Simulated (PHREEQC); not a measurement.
Solution (25 °C): 0.01 mol NH3, 0.0082 mol NaAlO2 and 0.018 mol (CH3)4NCl per kg of water. Closed to the air; pH follows from the charge balance.

Computed with PHREEQC (ion-association model, phreeqc.dat).

| quantity | before | after |
|---|---|---|
| pH | 10.61 | 8.75 |
| ionic strength (mol/kgw) | 0.0267 | 0.0262 |
| SI of Halite (NaCl) | -5.54 | -5.54 |

**Question.** What was changed between the two runs?
A. NaAlO2 replaced by Na2SiF6 at the same molality
B. 0.00025 mol/kgw K2SO4 added
C. diluted 10-fold with water
D. NH3 left out
E. 0.00038 mol/kgw NaHCO3 added

**Answer.** D, NH3 left out

Precipitation was switched off in this run. Some of these states are supersaturated (in Gibbsite (slow to form), Al(OH)3(a), for instance). (CH3)4N+ isn't in the database: it is added as a free cation with an ion size of 4 Å.
